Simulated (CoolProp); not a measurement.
The fluid at 388.73 K and 1.78 MPa is throttled through a valve to 0.666 MPa with no heat exchange. The same conditions are run with several fluids, on thermodynamics alone (safety and materials aside).

Model: reference Helmholtz-energy equation of state of each fluid (C3F8 (R218): Lemmon 2006; hydrogen sulfide: Lemmon 2006; R1132(E): Akasaka 2024; c-C4F8 (RC318): Platzer 1990; R125: Lemmon 2005), in CoolProp. The equations of Platzer and Polt are older, rougher fits.

| fluid | temperature change (K) | final density (kg/m³) |
|---|---|---|
| C3F8 (R218) | -7.5 | ___ |
| hydrogen sulfide | ___ | 7.41 |
| R1132(E) | ___ | 14.0 |
| c-C4F8 (RC318) | -11.6 | ___ |
| R125 | ___ | ___ |

Question: Some entries are withheld; supply them.

Answer: 
- C3F8 (R218), final density (kg/m³): 42.0
- hydrogen sulfide, temperature change (K): -11.1
- R1132(E), temperature change (K): -9.0
- c-C4F8 (RC318), final density (kg/m³): 46.9
- R125, temperature change (K): -7.6
- R125, final density (kg/m³): 26.3
